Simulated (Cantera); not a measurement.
A closed system holds: 1 mol SiH2Cl2, 0.37 mol NH3, 6.8 mol H2, equilibrated at 0.570 bar.

Method: chemical equilibrium by Gibbs-energy minimisation in Cantera with the NASA 1993 tables (ideal gas, pure condensed phases). Candidate condensed phases: NH4Cl, Si, Si3N4; 28 gas species. Mutual solubility and eutectic melting of coexisting phases are not modelled. Gases not in the tables: Si2H6 and higher silanes. Kinetics and transport are ignored.

Problem. Which condensed phases are stable at each of these points (T (K)): 1175, 1275, 1375, 1475, 1575, 1675, 1775?

Solution. 
```
T (K)  condensed phases  Si condensed (%)
-----  ----------------  ----------------
1175   Si(s) + Si3N4(s)              50.9
1275   Si(s) + Si3N4(s)              53.4
1375   Si(s) + Si3N4(s)              54.4
1475   Si(s) + Si3N4(s)              53.7
1575   Si(s) + Si3N4(s)              52.4
1675   Si(s) + Si3N4(s)              51.4
1775   Si(l) + Si3N4(s)              53.2
```

From 1175 K to 1675 K the condensed part is Si(s) + Si3N4(s). At 1775 K the condensed part is Si(l) + Si3N4(s).
